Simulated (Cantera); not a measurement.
An isothermal, constant-pressure homogeneous reactor starts with C₂H₆ : H₂ = 1 : 15 (molar parts), at 1800 K and 1.05 Torr.

Model: GRI-Mech 3.0 (53 species, 325 reactions), integrated in Cantera. GRI-Mech 3.0 stops at C3 and has no aromatics, soot or wall deposition, so with more carbon than oxygen in the feed, carbon stays in small species such as C2H2 where larger ones or solid carbon would form. Radical loss at walls, strong at low pressure, is not modelled.

One state of this run: x C₂H₆ = 0.0617; x H₂ = 0.937; x H = 3.70e-5; x C₂H₄ = 2.12e-7; x C₂H = <1e-12. x: mole fraction; the columns are a selection and need not sum to one.

Q: Which value of t (s) does it belong to?
A) 0.000853
B) 2.07e-5
C) 0.0352
D) 0.0102

A: B, 2.07e-5
